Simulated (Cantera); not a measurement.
An isothermal, constant-pressure homogeneous reactor starts with NH₃ : H₂ = 1 : 5.5 (molar parts), at 1850 K and 39.8 Torr.

Computed with Cantera and the gas-phase N/H chemistry of the illustrative SiF4/NH3 mechanism in the Surface Chemkin manual (1991). Walls and surfaces, which speed up NH3 decomposition in real reactors, are not modelled.

x: mole fraction; the columns are a selection and need not sum to one.

```
t (s)      x NH₃   x H₂       x H      x N₂     x NH
--------  ------  -----  --------  --------  -------
0.000700   0.154  0.846   1.42e-5   1.36e-9  5.10e-9
0.00144    0.154  0.846   2.93e-5   1.62e-8  2.18e-8
0.00297    0.154  0.846       ___       ___      ___
0.00613    0.154  0.846  0.000123   1.96e-6  3.86e-7
0.0126     0.154  0.846  0.000239   2.19e-5  1.44e-6
0.0261     0.153  0.846  0.000359  0.000180  3.22e-6
0.0537     0.152  0.847  0.000383  0.000702  3.64e-6
0.111      0.149  0.848  0.000387   0.00180  3.62e-6
0.228      0.144  0.851  0.000392   0.00400  3.58e-6
0.471      0.135  0.857  0.000404   0.00825  3.50e-6
0.970        ___  0.867  0.000428       ___  3.33e-6
2.00      0.0882  0.883  0.000477    0.0283  3.03e-6
```

Q: Fill in the missing entries.

A: 
- 0.00297, x H: 6.03e-5
- 0.00297, x N₂: 1.78e-7
- 0.00297, x NH: 9.25e-8
- 0.970, x NH₃: 0.117
- 0.970, x N₂: 0.0160
